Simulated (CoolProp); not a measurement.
Vapour-liquid equilibrium of C3F8 (R218) (1) + R134a (2) at 273.6 K; x and y are mole fractions of (1).

Model: multi-fluid Helmholtz-energy mixture model, Lemmon 2006 and Tillner-Roth 1994; pair parameters Bell 2016, in CoolProp.

| x | bubble pressure (MPa) | y at the bubble point | dew pressure at overall composition x (MPa) | liquid density (mol/L) |
|---|---|---|---|---|
| 0.05 | 0.3459 | 0.167 | 0.3108 | 12.27 |
| 0.125 | 0.3980 | 0.312 | 0.3325 | 11.69 |
| 0.2 | 0.4330 | 0.399 | 0.3568 | 11.16 |
| 0.275 | 0.4567 | 0.457 | 0.3838 | 10.67 |
| 0.35 | 0.4728 | 0.502 | 0.4132 | 10.23 |
| 0.425 | 0.4839 | 0.539 | 0.4438 | 9.815 |
| 0.5 | 0.4912 | 0.573 | 0.4722 | 9.441 |
| 0.575 | 0.4955 | 0.607 | 0.4915 | 9.101 |
| 0.65 | 0.4966 | 0.644 | 0.4964 | 8.794 |
| 0.725 | 0.4939 | 0.686 | 0.4886 | 8.517 |
| 0.8 | 0.4862 | 0.739 | 0.4733 | 8.269 |
| 0.875 | 0.4712 | 0.809 | 0.4544 | 8.046 |
| 0.95 | 0.4458 | 0.907 | 0.4342 | 7.847 |

y crosses x between x = 0.575 and 0.65: the model has an azeotrope there.

Pair parameters are fitted to limited data, so mixtures are less certain than the pure fluids.
